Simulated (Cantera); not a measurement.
A jet of CH4 : O2 : N2 = 0.019 : 0.051 : 0.79 (molar parts) at 300 K and 0.410 bar hits a platinum plate 8.7 cm away at a mass flux of 0.11 kg/m²/s; the plate temperature is set and raised in steps from an oxygen-covered start.

Computed with Cantera and Deutschmann's 1995 Pt surface mechanism with GRI-Mech 3.0 gas chemistry. Catalytic surfaces can have several steady states; this one follows from the mechanism file's or the stated starting coverage.

x: mole fraction at the wall; θ: surface coverage.

| plate T (K) | wall x CH4 | wall x O2 | wall x H2O | wall x OH | wall x CO | wall x CO2 | θ free Pt | θ O* | θ OH* |
|---|---|---|---|---|---|---|---|---|---|
| 900 | 0.00694 | 0.0272 | 0.0283 | [?] | 2.63e-6 | 0.0185 | 0.196 | 0.802 | 0.00283 |
| 950 | 0.00397 | 0.0210 | 0.0337 | [?] | 2.13e-6 | 0.0221 | 0.273 | 0.724 | 0.00283 |
| 1000 | 0.00250 | 0.0179 | 0.0363 | [?] | 1.84e-6 | 0.0239 | 0.350 | 0.648 | 0.00262 |
| 1050 | 0.00172 | 0.0163 | 0.0377 | [?] | 1.70e-6 | 0.0248 | 0.423 | 0.575 | 0.00234 |
| 1100 | 0.00127 | 0.0154 | 0.0384 | [?] | 1.66e-6 | 0.0253 | 0.493 | 0.505 | 0.00205 |

Some entries are withheld; supply them.


- 900, wall x OH: 1.71e-8
- 950, wall x OH: 4.83e-8
- 1000, wall x OH: 1.22e-7
- 1050, wall x OH: 2.80e-7
- 1100, wall x OH: 5.89e-7
